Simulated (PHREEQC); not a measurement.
# Copper plating or etch bath (model solution)

A solution holds 0.025 mol/kgw Cu(NO3)2, 0.064 mol/kgw H2SO4 and 0.00016 mol/kgw H3BO3, at 80 °C. Closed to the air; pH follows from the charge balance.

Computed with PHREEQC (ion-association model, phreeqc.dat).

```json
{
  "pH": "1.24",
  "ionic_strength": "0.144 mol/kgw",
  "specific_conductance": "68900 µS/cm",
  "density": "0.979 g/cm³",
  "total_alkalinity": "-128 meq/kg"
}
```

| species | molality | activity | log γ |
|---|---|---|---|
| H+ | 0.0733 | 0.0581 | -0.101 |
| HSO4- | 0.0547 | 0.0403 | -0.133 |
| NO3- | 0.0500 | 0.0349 | -0.157 |
| Cu+2 | 0.0217 | 0.00701 | -0.490 |
| SO4-2 | 0.00596 | 0.00174 | -0.534 |
| CuSO4 | 0.00332 | 0.00344 | 0.014 |
| H3BO3 | 0.000160 | 0.000165 | 0.014 |
| CuOH+ | 1.67e-9 | 1.20e-9 | -0.143 |

No solid was allowed to form. Constants without temperature data keep their 25 °C values here.
